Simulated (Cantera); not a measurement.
A closed system holds: 1 mol HI, 5 mol H2O, 0.19 mol H2, held at 0.133 bar.

Equilibrium computed with Cantera from the NASA thermochemical tables; the gas is ideal and each condensed phase is pure. Candidate condensed phases: H2O, I2; 12 gas species. Kinetics and transport are ignored. All values below are at 1523 K.

Base state: H2O 0.762, I 0.114, H2 0.0868, HI 0.0366, I2 0.000945, H 1.86e-5 (mole fractions); condensed: gas only.

Question: What changes in the equilibrium state with this change: pressure from 0.133 bar to 0.620 bar?

Answer: 
```tsv
species	before	after
H2O	0.762	0.771
I	0.114	0.0900
H2	0.0868	0.0770
HI	0.0366	0.0588
I2	0.000945	0.00275
H	1.86e-5	8.15e-6
```
